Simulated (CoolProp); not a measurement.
Aqueous potassium acetate as a coolant, 10 % by mass, freezing at -4.5 °C, 1 atm.

The numbers come from the Melinder's fits for secondary coolants in CoolProp.

```
T (°C)  density (kg/m³)  viscosity (mPa s)  conductivity (W/(m K))  Prandtl number
------  ---------------  -----------------  ----------------------  --------------
-0.1                ___               2.27                   0.534             ___
5.4                1055               1.90                   0.542            13.3
11                 1053               1.61                   0.551            11.2
16.5                ___                ___                   0.559             ___
22                 1050               1.22                     ___            8.21
27.5               1049               1.08                     ___            7.17
33                 1047              0.963                     ___            6.32
```

### Question
Complete the blanks.

### Answer

- -0.1, density (kg/m³): 1056
- -0.1, Prandtl number: 16.2
- 16.5, density (kg/m³): 1052
- 16.5, viscosity (mPa s): 1.39
- 16.5, Prandtl number: 9.50
- 22, conductivity (W/(m K)): 0.568
- 27.5, conductivity (W/(m K)): 0.576
- 33, conductivity (W/(m K)): 0.584
